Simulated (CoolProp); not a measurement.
Vapour-liquid equilibrium of n-octane (1) + m-xylene (2) at 0.165 bar; x and y are mole fractions of (1).

Values from CoolProp's multi-fluid Helmholtz-energy mixture model, Beckmüller 2019 and Zhou 2012; pair parameters Bell 2016.

Problem. Give the bubble temperature and the first vapour's composition at x = 0.35, 0.65, 0.8. Is there an azeotrope?

Solution. x = 0.35: 350.1 K, y = 0.462; x = 0.65: 347.0 K, y = 0.735; x = 0.8: 345.6 K, y = 0.853. No azeotrope shows between x = 0.05 and 0.95.

Pair parameters are fitted to limited data, so mixtures are less certain than the pure fluids.
